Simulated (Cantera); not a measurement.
A perfectly stirred reactor is fed with CH4 : H2 : CO2 = 0.0052 : 1 : 0.0066 (molar parts), at 1330 Pa; it is held at 2875 K, and followed from long to short residence time.

Detailed kinetics in Cantera: GRI-Mech 3.0 (53 species, 325 reactions). Radical loss at walls, strong at low pressure, is not modelled.

Problem. What does this change do: pressure from 1330 Pa to 5200 Pa?

Solution. 
| quantity | before | after |
|---|---|---|
| x(CH4) at τ = 1.10 s | 7.02e-9 | 1.42e-8 |
| x(H2) at τ = 1.10 s | 0.476 | 0.627 |
| x(CO2) at τ = 1.10 s | 1.76e-6 | 1.95e-6 |
| x(CH2) at τ = 1.10 s | 9.75e-8 | 1.16e-7 |
| x(H2O2) at τ = 1.10 s | <1e-12 | <1e-12 |
| x(CH4) at τ = 7.60 ms | 0.000558 | 9.85e-5 |
| x(H2) at τ = 7.60 ms | 0.924 | 0.878 |
| x(CO2) at τ = 7.60 ms | 0.000139 | 2.35e-5 |
| x(CH2) at τ = 7.60 ms | 7.06e-5 | 4.35e-5 |
| x(H2O2) at τ = 7.60 ms | <1e-12 | <1e-12 |
